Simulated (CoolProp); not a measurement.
Properties of R134a along the isotherm 399.7 K.

Values from CoolProp's reference Helmholtz-energy equation of state, Tillner-Roth 1994.

```tsv
p (MPa)	phase	density (kg/m³)	cv (kJ/(kg K))	Joule-Thomson coefficient (K/MPa)	isothermal compressibility (1/MPa)	conductivity (mW/(m K))	fugacity coefficient
0.0642	gas	1.980	0.9241	8.190	15.65	21.5	0.9956
0.122	gas	3.777	0.9253	8.215	8.267	21.5	0.9916
0.231	gas	7.207	0.9276	8.262	4.400	21.5	0.9842
0.437	gas	13.84	0.9320	8.354	2.362	21.6	0.9702
0.829	gas	27.04	0.9408	8.539	1.284	21.7	0.9438
1.57	gas	54.48	0.9584	8.925	0.7263	22.1	0.8947
2.98	gas	119.8	0.9980	9.787	0.4588	23.7	0.8035
5.65	supercritical	391.7	1.113	9.436	0.4957	37.9	0.6353
10.7	supercritical	830.1	1.050	1.291	0.03426	53.3	0.4233
20.3	supercritical	983.5	1.032	0.2599	0.01020	64.5	0.3076
```

Thermal conductivity comes from a separate model (McLinden 2000), an estimate that may be off by 10 % or more.
